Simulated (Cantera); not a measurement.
Input: 1 mol SiHCl3, 2.7 mol NH3, 89 mol H2, 3.6 mol N2, at 952 °C and 0.100 bar.

Cantera equilibrium calculation (NASA polynomials, part measured and part estimated; ideal gas, pure solids and liquids). Candidate condensed phases: NH4Cl, Si, Si3N4; 28 gas species. The numbers say what is thermodynamically allowed, not how fast it happens.

Question: What is the equilibrium state?

Answer: 
| Quantity | Result |
|---|---|
| x(H2) | 0.927 |
| x(N2) | 0.0431 |
| x(HCl) | 0.0302 |
| x(NH3) | 3.16e-6 |
| x(SiCl2) | 1.40e-6 |
| n(Si3N4(s)) | 0.333 mol |
| gas amount | 99.33 mol |
| log10 activity of Si(s) (absent) | -3.23 |
